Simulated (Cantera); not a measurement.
## Low-pressure radical oxidation in H2/O2

An isothermal, constant-pressure homogeneous reactor starts with H2 : O2 = 0.26 : 1 (molar parts), equivalence ratio 0.13, at 1473 K and 2670 Pa.

Model: the H2/O2 subset of GRI-Mech 3.0, which has no nitrogen chemistry, integrated in Cantera. Radical loss at walls, strong at low pressure, is not modelled. The temperature is held fixed by assumption; the heat of reaction is taken as removed at once.

| t (s) | x H2 | x O2 | x O | x OH | x H2O | x H | x H2O2 |
|---|---|---|---|---|---|---|---|
| 4.00e-6 | 0.206 | 0.794 | 1.34e-8 | 1.28e-8 | 3.30e-9 | 7.00e-8 | 3.84e-11 |
| 3.00e-5 | 0.206 | 0.794 | 6.18e-7 | 5.36e-7 | 9.52e-7 | 9.35e-7 | 2.07e-9 |
| 0.000225 | 0.0522 | 0.695 | 0.0578 | 0.0271 | 0.113 | 0.0547 | 4.29e-7 |
| 0.00169 | 0.00946 | 0.678 | 0.0791 | 0.0201 | 0.171 | 0.0422 | 3.32e-7 |
| 0.0126 | 0.00240 | 0.749 | 0.0175 | 0.0106 | 0.216 | 0.00446 | 2.48e-7 |
| 0.0949 | 6.47e-5 | 0.769 | 0.000459 | 0.00176 | 0.229 | 1.89e-5 | 4.06e-8 |
| 0.711 | 3.65e-6 | 0.770 | 2.60e-5 | 0.000421 | 0.230 | 2.56e-7 | 7.24e-9 |
| 5.33 | 2.12e-6 | 0.770 | 1.51e-5 | 0.000321 | 0.230 | 1.13e-7 | 5.84e-9 |
| 40.0 | 2.12e-6 | 0.770 | 1.51e-5 | 0.000321 | 0.230 | 1.13e-7 | 5.84e-9 |
| 300 | 2.12e-6 | 0.770 | 1.51e-5 | 0.000321 | 0.230 | 1.13e-7 | 5.84e-9 |
x: mole fraction; the columns are a selection and need not sum to one.

Equilibrium at this temperature and pressure: H2 2.12e-6, O2 0.770, O 1.51e-5, OH 0.000321, H2O 0.230, H 1.13e-7, H2O2 5.84e-9 (gas phase only).
